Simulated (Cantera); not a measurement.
Gas mixture: 100 % NO, at 1.88 Torr, frozen composition.

Cantera's kinetic-theory transport with the Lennard-Jones parameters of GRI-Mech 3.0, ideal gas; thermal conductivity in the mixture-averaged form.

D: mixture-averaged diffusion coefficient of that species in the mixture.

```csv
T (K),ρ (kg/m³),cp (J/kg/K),μ (µPa s),λ (mW/m/K),Pr,D (cm²/s) O,D (cm²/s) NH3,D (cm²/s) OH
400,0.00226,998.6,23.1,32.4,0.712,214,153,209
500,0.00180,1016,…,…,0.708,…,…,…
600,0.00150,1041,30.6,45.1,0.706,425,321,417
700,0.00129,1067,34.0,51.3,0.707,551,423,540
800,0.00113,1092,37.1,…,0.708,…,…,…
900,0.00100,1114,40.1,63.0,0.708,839,656,822
1000,0.000902,1133,42.9,68.6,0.709,1000,786,980
```

Complete the blanks.


- 500, μ (µPa s): 27.0
- 500, λ (mW/m/K): 38.8
- 500, D (cm²/s) O: 313
- 500, D (cm²/s) NH3: 231
- 500, D (cm²/s) OH: 306
- 800, λ (mW/m/K): 57.3
- 800, D (cm²/s) O: 689
- 800, D (cm²/s) NH3: 534
- 800, D (cm²/s) OH: 676
